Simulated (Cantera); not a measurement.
A perfectly stirred reactor is fed with CH4 : H2O = 1 : 0.33 (molar parts), at 4.05 atm; it is held at 2075 K, and followed from long to short residence time.

Computed with Cantera and GRI-Mech 3.0 (53 species, 325 reactions). GRI-Mech 3.0 stops at C3 and has no aromatics, soot or wall deposition, so with more carbon than oxygen in the feed, carbon stays in small species such as C2H2 where larger ones or solid carbon would form.

**Question.** What does this change do: temperature 2075 to 1898 K?

**Answer.** 
```tsv
quantity	before	after
x(CH4) at τ = 24.0 s	0.00904	0.0250
x(H2O) at τ = 24.0 s	3.10e-5	0.000198
x(CH2) at τ = 24.0 s	5.64e-7	1.25e-7
x(CO) at τ = 24.0 s	0.125	0.127
x(CO2) at τ = 24.0 s	1.07e-6	8.19e-6
x(CH4) at τ = 0.250 s	0.0109	0.0308
x(H2O) at τ = 0.250 s	0.00262	0.0155
x(CH2) at τ = 0.250 s	7.01e-7	1.82e-7
x(CO) at τ = 0.250 s	0.123	0.114
x(CO2) at τ = 0.250 s	8.93e-5	0.000583
```

**Question.** What does this change do: CH4 1 to 0.29 parts?

**Answer.** 
```json
[
 {"quantity": "x(CH4) at τ = 24.0 s", "before": "0.00904", "after": "0.000303"},
 {"quantity": "x(H2O) at τ = 24.0 s", "before": "3.10e-5", "after": "0.0316"},
 {"quantity": "x(CH2) at τ = 24.0 s", "before": "5.64e-7", "after": "1.93e-8"},
 {"quantity": "x(CO) at τ = 24.0 s", "before": "0.125", "after": "0.239"},
 {"quantity": "x(CO2) at τ = 24.0 s", "before": "1.07e-6", "after": "0.00215"},
 {"quantity": "x(CH4) at τ = 0.250 s", "before": "0.0109", "after": "0.00543"},
 {"quantity": "x(H2O) at τ = 0.250 s", "before": "0.00262", "after": "0.0520"},
 {"quantity": "x(CH2) at τ = 0.250 s", "before": "7.01e-7", "after": "3.79e-7"},
 {"quantity": "x(CO) at τ = 0.250 s", "before": "0.123", "after": "0.223"},
 {"quantity": "x(CO2) at τ = 0.250 s", "before": "8.93e-5", "after": "0.00338"}
]
```
